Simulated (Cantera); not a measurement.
A perfectly stirred reactor is fed with CO : O2 : H2O : N2 = 0.023 : 0.023 : 0.0033 : 1 (molar parts), equivalence ratio 0.50, at 1.00 atm; it is held at 1300 K, and followed from long to short residence time.

Cantera simulation using GRI-Mech 3.0 (53 species, 325 reactions); the numbers are that mechanism's predictions, not measurements.

Question: Predict: x(CO) at τ = 0.420 s; x(O2) at τ = 0.420 s; x(H2O) at τ = 0.420 s; x(NO) at τ = 0.420 s; x(CO2) at τ = 0.420 s; x(CO) at τ = 20.0 ms; x(O2) at τ = 20.0 ms; x(H2O) at τ = 20.0 ms; x(NO) at τ = 20.0 ms; x(CO2) at τ = 20.0 ms.

Answer: 
```
Quantity                  Value
---------------------  --------
x(CO) at τ = 0.420 s   0.000542
x(O2) at τ = 0.420 s     0.0113
x(H2O) at τ = 0.420 s   0.00315
x(NO) at τ = 0.420 s    2.02e-6
x(CO2) at τ = 0.420 s    0.0216
x(CO) at τ = 20.0 ms    0.00373
x(O2) at τ = 20.0 ms     0.0128
x(H2O) at τ = 20.0 ms   0.00303
x(NO) at τ = 20.0 ms    1.34e-6
x(CO2) at τ = 20.0 ms    0.0184
```
